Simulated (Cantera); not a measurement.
A freely propagating, adiabatic, planar premixed flame of CO : H2 : CH4 : O2 : N2 : H2O = 1 : 1 : 0.2 : 1.4 : 5.74 : 2.3 (molar parts), unburnt at 648 K and 370000 Pa; mixture-averaged transport, grid criteria slope 0.08 and curve 0.16, no radiation.

Detailed kinetics in Cantera: GRI-Mech 3.0 (53 species, 325 reactions). Burning velocities carry a grid error of a few per cent, more on coarse grids.

Q: How do the results move with these cheaper or finer settings: unity-Lewis-number transport; multicomponent transport; multicomponent+Soret transport; grid criteria slope 0.5, curve 1; grid criteria slope 0.25, curve 0.5; grid criteria slope 0.03, curve 0.06?

A: 
```csv
setting,laminar burning velocity,thermal thickness,peak x(C2H6),peak x(CH2CO),grid points
as above,106 cm/s,0.145 mm,2.89e-5,7.35e-6,132
unity-Lewis-number transport,103 cm/s,0.134 mm,2.19e-5,5.18e-6,125
multicomponent transport,108 cm/s,0.146 mm,2.96e-5,7.44e-6,132
multicomponent+Soret transport,105 cm/s,0.147 mm,2.91e-5,7.40e-6,132
"grid criteria slope 0.5, curve 1",115 cm/s,0.160 mm,2.87e-5,7.02e-6,41
"grid criteria slope 0.25, curve 0.5",109 cm/s,0.152 mm,2.88e-5,7.29e-6,58
"grid criteria slope 0.03, curve 0.06",106 cm/s,0.142 mm,2.88e-5,7.32e-6,319
```
The base run took very roughly 15 core-seconds.
Unity Lewis numbers drop preferential diffusion, which matters most where H2 and H carry the flame; Soret adds thermal diffusion.
